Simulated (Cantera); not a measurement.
A closed system holds: 1 mol Ca(OH)2, 0.56 mol O2, equilibrated at 752 °C and 31000 Pa.

Method: chemical equilibrium by Gibbs-energy minimisation in Cantera with the NASA 1993 tables (ideal gas, pure condensed phases). Candidate condensed phases: Ca, CaO, Ca(OH)2, H2O; 14 gas species. Equilibrium is a limit: real reactors are often held back by kinetics, nucleation or transport.

Base state: H2O 0.641, O2 0.359 (mole fractions); condensed: CaO(s).

Problem. What changes in the equilibrium state with this change: 0.0028 mol CH4 added?

Solution. 
| species | before | after |
|---|---|---|
| H2O | 0.641 | 0.643 |
| O2 | 0.359 | 0.355 |
| CO2 | 0 | 0.00179 |
| CaO(s), mol | 1.00 | 1.00 |
Further candidate phases: C, C6H6, C7H8, C8H18, CaCO3.
